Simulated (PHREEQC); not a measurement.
1 kg of water holding 0.11 mol/kgw NaCl meets 20 L of dry gas (H2 0.82, N2 0.18 by moles) at fixed total pressure, at 30 atm; fugacities by Peng-Robinson. The gases take part in no redox reaction, some water evaporates into the gas, and hydrates or a liquid gas phase aren't modelled. Nothing may precipitate in this run.

Model: ion-association model, phreeqc.dat, run in PHREEQC.

```csv
T (°C),dissolved H2 (mol/kgw),φ of H2,p of H2 (atm),dissolved N2 (mol/kgw)
10,0.0206,1.008,24.6,0.00428
20,0.0191,1.008,24.6,0.00362
30,0.0181,1.008,24.6,0.00316
40,0.0174,1.009,24.5,0.00284
50,0.0170,1.009,24.5,0.00261
60,0.0169,1.009,24.4,0.00246
70,0.0170,1.009,24.3,0.00236
80,0.0172,1.009,24.2,0.00230
90,0.0175,1.009,24.0,0.00227
```

Away from 25 °C the constants follow the database's enthalpies or fits; those with neither stay at their 25 °C values.
